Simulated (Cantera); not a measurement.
Charge: 1 mol Al, 0.81 mol Cl2, 12 mol H2, at 0.100 bar.

Equilibrium computed with Cantera from the NASA thermochemical tables; the gas is ideal and each condensed phase is pure. Candidate condensed phases: Al, AlCl3; 12 gas species. Kinetics and transport are ignored.

Which condensed phases are stable at each of these points (T (°C)): 625, 675, 725, 775, 825, 875, 925, 975?


| T (°C) | condensed phases | Al condensed (%) |
|---|---|---|
| 625 | Al(s) | 44.7 |
| 675 | Al(l) | 42.6 |
| 725 | Al(l) | 38.5 |
| 775 | Al(l) | 30.8 |
| 825 | Al(l) | 18.0 |
| 875 | gas only | 0.0 |
| 925 | gas only | 0.0 |
| 975 | gas only | 0.0 |

At 625 °C the condensed part is Al(s). From 675 °C to 825 °C the condensed part is Al(l). From 875 °C to 975 °C nothing is condensed.
